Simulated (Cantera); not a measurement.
An adiabatic, constant-pressure homogeneous reactor starts with 14.6 % CH4, 13.4 % O2, 72.1 % N2, at 1750 K and 101000 Pa.

Cantera simulation using GRI-Mech 3.0 (53 species, 325 reactions); the numbers are that mechanism's predictions, not measurements.

### Question
Predict: time of steepest temperature rise; temperature at 0.100 s; equilibrium temperature; x(O2) at 0.100 s; x(CH2O) at 0.100 s.

### Answer
```json
{
  "time_of_steepest_temperature_rise": "0.234 ms",
  "temperature at 0.100 s": "2483 K",
  "equilibrium_temperature": "2483 K",
  "x(O2) at 0.100 s": "1.09e-5 (gas-phase equilibrium 1.09e-5)",
  "x(CH2O) at 0.100 s": "7.07e-9 (gas-phase equilibrium 7.07e-9)"
}
```
